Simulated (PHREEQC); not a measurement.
Dissolve 0.02 mol/kgw NH4HF2, 0.0031 mol/kgw H2SiF6 and 0.0098 mol/kgw H3BO3 at 34 °C. Closed to the air; pH follows from the charge balance.

Computed with PHREEQC (ion-association model, phreeqc.dat).

```
quantity                   before     after
------------------------  -------  --------
pH                           3.47      2.33
ionic strength (mol/kgw)   0.0235   0.00618
BF4- (mol/kgw)            0.00674   0.00179
F- (mol/kgw)              0.00577  0.000365
HF (mol/kgw)              0.00295   0.00274
H3BO3 (mol/kgw)           0.00142   0.00753
```

Which change was made?
A. H2SiF6 replaced by NaBF4 at the same molality
B. diluted 5-fold with water
C. NH4HF2 from 0.02 to 0.002 mol/kgw
D. NH4HF2 left out

D, NH4HF2 left out

No solid was allowed to form. Some of these states are supersaturated (in Quartz (slow to form), Chalcedony (slow to form), for instance). SiF6-2 is the database's only silicon fluoride. Real BF4- forms and hydrolyses slowly; the run takes it at equilibrium.
